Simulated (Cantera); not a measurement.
A perfectly stirred reactor is fed with 26.3 % NO, 73.7 % N2, at 0.128 atm; it is held at 2000 K, and followed from long to short residence time.

Cantera simulation using GRI-Mech 3.0 (53 species, 325 reactions); the numbers are that mechanism's predictions, not measurements.

x: mole fraction; the columns are a selection and need not sum to one.

```tsv
τ (s)	x NO	x N2	x O2	x NO2	x N2O
14	0.0670	0.835	0.0977	[?]	1.79e-6
4.7	0.130	0.803	0.0661	4.55e-5	6.68e-6
1.5	0.205	0.766	0.0291	4.84e-5	1.72e-5
0.51	0.243	0.747	0.00980	[?]	2.52e-5
0.17	0.257	0.740	0.00298	[?]	2.85e-5
0.055	0.261	0.738	0.000848	[?]	2.88e-5
0.018	0.263	0.737	0.000209	[?]	2.66e-5
0.0059	0.263	0.737	3.28e-5	[?]	2.09e-5
0.0019	0.263	0.737	2.76e-6	[?]	1.23e-5
```

Question: Fill in the missing entries.

Answer: 
- 14, x NO2: 2.84e-5
- 0.51, x NO2: 3.67e-5
- 0.17, x NO2: 2.72e-5
- 0.055, x NO2: 2.20e-5
- 0.018, x NO2: 1.75e-5
- 0.0059, x NO2: 1.04e-5
- 0.0019, x NO2: 3.37e-6
